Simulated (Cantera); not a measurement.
Input: 1 mol toluene, 0.46 mol O₂, equilibrated at 1250 K and 1.00 bar.

Equilibrium computed with Cantera from the NASA thermochemical tables; the gas is ideal and each condensed phase is pure. Candidate condensed phases: C, C₆H₆, C₇H₈, C₈H₁₈, H₂O; 110 gas species. Kinetics and transport are ignored.

Base state: H₂ 0.804, CO 0.186, CH₄ 0.00711, H₂O 0.00225, CO₂ 0.000333 (mole fractions); condensed: C(graphite).

Problem. What changes in the equilibrium state with this change: O₂ from 0.46 to 0.17 mol?

Solution. 
```tsv
species	before	after
H₂	0.804	0.912
CO	0.186	0.0780
CH₄	0.00711	0.00914
CO₂	0.000333	5.85e-5
H₂O	0.00225	0.00107
C(graphite), mol	6.06	6.63
```
